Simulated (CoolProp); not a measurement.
Vapour-liquid equilibrium of nitrogen (1) + carbon monoxide (2) at -160.95 °C; x and y are mole fractions of (1).

The numbers come from the multi-fluid Helmholtz-energy mixture model, Span 2000 and Lemmon 2006; pair parameters Gernert 2013 in CoolProp.

| x | bubble pressure (kPa) | y at the bubble point | dew pressure at overall composition x (kPa) | liquid density (mol/L) |
|---|---|---|---|---|
| 0.05 | 1242 | 0.063 | 1237 | 22.55 |
| 0.15 | 1291 | 0.184 | 1277 | 22.43 |
| 0.25 | 1340 | 0.297 | 1320 | 22.31 |
| 0.35 | 1389 | 0.403 | 1364 | 22.20 |
| 0.45 | 1436 | 0.504 | 1410 | 22.08 |
| 0.55 | 1482 | 0.600 | 1458 | 21.97 |
| 0.65 | 1526 | 0.692 | 1506 | 21.86 |
| 0.75 | 1568 | 0.782 | 1553 | 21.75 |
| 0.85 | 1607 | 0.869 | 1599 | 21.66 |
| 0.95 | 1644 | 0.956 | 1642 | 21.58 |

No azeotrope shows between x = 0.05 and 0.95.

The pair parameters rest on a limited set of measurements; away from them the model extrapolates.
